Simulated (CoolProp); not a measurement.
Diethyl ether along the isobar 3460 kPa: density (kg/m³) from the reference equation and from simpler models built on Tc = 194.7 °C, pc = 3717 kPa, ω = 0.282; each cubic takes its own stable root.

Model: reference Helmholtz-energy equation of state, Thol 2014, in CoolProp.

```tsv
T (°C)	phase	reference
131.75	liquid	568.0
139.65	liquid	553.6
147.65	liquid	537.8
155.55	liquid	520.7
163.55	liquid	501.1
171.45	liquid	478.4
179.45	liquid	448.9
187.35	liquid	401.8
195.35	gas	133.4
203.25	gas	114.7
211.25	gas	103.9
```

Task: How far does each simpler model (van der Waals, Redlich-Kwong, Soave-Redlich-Kwong, Peng-Robinson) lie from the reference over these 11 states: mean and median of the absolute difference, and the worst?

Result: 
- van der Waals: mean 32.6 %, median 38.1 %, worst -66.2 % at 187.35 °C and 3460 kPa
- Redlich-Kwong: mean 14.8 %, median 16.8 %, worst -25.2 % at 187.35 °C and 3460 kPa
- Soave-Redlich-Kwong: mean 12.3 %, median 12.7 %, worst -21.5 % at 187.35 °C and 3460 kPa
- Peng-Robinson: mean 3.5 %, median 1.6 %, worst -12.5 % at 187.35 °C and 3460 kPa
